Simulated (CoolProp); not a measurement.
o-xylene at several states: Z from the reference equation and from simpler models built on Tc = 630.3 K, pc = 37.37 bar, ω = 0.312; each cubic takes its own stable root.

Values from CoolProp's reference Helmholtz-energy equation of state, Zhou 2012.

```tsv
T (K)	p (bar)	phase	reference	van der Waals	Soave-Redlich-Kwong
360.5	87.1	liquid	0.3714	0.6240	0.4182
295.5	28.2	liquid	0.1384	0.2392	0.1580
365.6	0.426	liquid	0.001819	0.9880	0.002057
```

At some of these states van der Waals gives the other phase, because its saturation line lies elsewhere.
